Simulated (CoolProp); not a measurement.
Tetrahydrofuran along the isobar 4.58 MPa: fugacity coefficient from the reference equation and from simpler models built on Tc = 540.2 K, pc = 5.304 MPa, ω = 0.234; each cubic takes its own stable root.

Model: reference Helmholtz-energy equation of state, Fiedler 2023, in CoolProp.

```json
[
 {"T (K)": "280.4", "phase": "liquid", "reference": "0.002379", "van der Waals": "0.05023", "Redlich-Kwong": "0.005102", "Soave-Redlich-Kwong": "0.002311"},
 {"T (K)": "290.4", "phase": "liquid", "reference": "0.003849", "van der Waals": "0.06192", "Redlich-Kwong": "0.007912", "Soave-Redlich-Kwong": "0.003751"},
 {"T (K)": "300.4", "phase": "liquid", "reference": "0.005991", "van der Waals": "0.07523", "Redlich-Kwong": "0.01181", "Soave-Redlich-Kwong": "0.005859"},
 {"T (K)": "310.4", "phase": "liquid", "reference": "0.009009", "van der Waals": "0.09020", "Redlich-Kwong": "0.01705", "Soave-Redlich-Kwong": "0.008845"},
 {"T (K)": "320.3", "phase": "liquid", "reference": "0.01308", "van der Waals": "0.1067", "Redlich-Kwong": "0.02380", "Soave-Redlich-Kwong": "0.01290"},
 {"T (K)": "330.3", "phase": "liquid", "reference": "0.01855", "van der Waals": "0.1250", "Redlich-Kwong": "0.03246", "Soave-Redlich-Kwong": "0.01837"},
 {"T (K)": "340.3", "phase": "liquid", "reference": "0.02563", "van der Waals": "0.1451", "Redlich-Kwong": "0.04321", "Soave-Redlich-Kwong": "0.02549"},
 {"T (K)": "350.3", "phase": "liquid", "reference": "0.03461", "van der Waals": "0.1668", "Redlich-Kwong": "0.05628", "Soave-Redlich-Kwong": "0.03458"},
 {"T (K)": "360.3", "phase": "liquid", "reference": "0.04576", "van der Waals": "0.1902", "Redlich-Kwong": "0.07186", "Soave-Redlich-Kwong": "0.04592"}
]
```
